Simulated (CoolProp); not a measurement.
Properties of R152A along the isobar 0.99 MPa (Tc = 113.3 °C, pc = 4.517 MPa, ω = 0.275).

Computed with CoolProp (reference Helmholtz-energy equation of state, Outcalt 1996). It is a modified Benedict-Webb-Rubin equation, recast in Helmholtz form.

```csv
T (°C),phase,cv (kJ/(kg K)),Joule-Thomson coefficient (K/MPa)
0.45,liquid,1.101,-0.2185
21.05,liquid,1.132,-0.1165
41.55,liquid,1.166,0.04970
62.15,gas,1.070,20.26
82.75,gas,1.092,16.22
103.35,gas,1.122,13.29
123.95,gas,1.156,11.10
144.55,gas,1.193,9.413
165.05,gas,1.231,8.101
185.65,gas,1.270,7.048
206.25,gas,1.308,6.195
226.85,gas,1.346,5.494
```
